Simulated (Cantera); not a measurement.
Input: 1 mol Ti(OiPr)₄, a varied amount of O₂, held at 1125 K and 0.920 bar.

Method: chemical equilibrium by Gibbs-energy minimisation in Cantera with the NASA 1993 tables (ideal gas, pure condensed phases). Candidate condensed phases: C, C₆H₆, C₇H₈, C₈H₁₈, H₂O, Ti, TiC, TiO, TiO₂, Ti₂O₃, Ti₃O₅, Ti₄O₇; 113 gas species. The feed counts by its element totals alone. Gases not in the tables: TiO(OH)₂. Kinetics and transport are ignored.

Question: Which condensed phases are stable at each of these points (n(O₂) (mol)): 1.1, 2.7, 4.2, 5.8, 7.4, 9, 11, 12, 14?

Answer: 
```json
[
 {"n(O₂) (mol)": "1.1", "condensed phases": "C(graphite) + TiO₂(rutile)", "Ti condensed (%)": "100.0"},
 {"n(O₂) (mol)": "2.7", "condensed phases": "C(graphite) + TiO₂(rutile)", "Ti condensed (%)": "100.0"},
 {"n(O₂) (mol)": "4.2", "condensed phases": "C(graphite) + TiO₂(rutile)", "Ti condensed (%)": "100.0"},
 {"n(O₂) (mol)": "5.8", "condensed phases": "TiO₂(rutile)", "Ti condensed (%)": "100.0"},
 {"n(O₂) (mol)": "7.4", "condensed phases": "TiO₂(rutile)", "Ti condensed (%)": "100.0"},
 {"n(O₂) (mol)": "9", "condensed phases": "TiO₂(rutile)", "Ti condensed (%)": "100.0"},
 {"n(O₂) (mol)": "11", "condensed phases": "TiO₂(rutile)", "Ti condensed (%)": "100.0"},
 {"n(O₂) (mol)": "12", "condensed phases": "TiO₂(rutile)", "Ti condensed (%)": "100.0"},
 {"n(O₂) (mol)": "14", "condensed phases": "TiO₂(rutile)", "Ti condensed (%)": "100.0"}
]
```

From 1.1 mol O₂ to 4.2 mol O₂ the condensed part is C(graphite) + TiO₂(rutile). From 5.8 mol O₂ to 14 mol O₂ the condensed part is TiO₂(rutile).
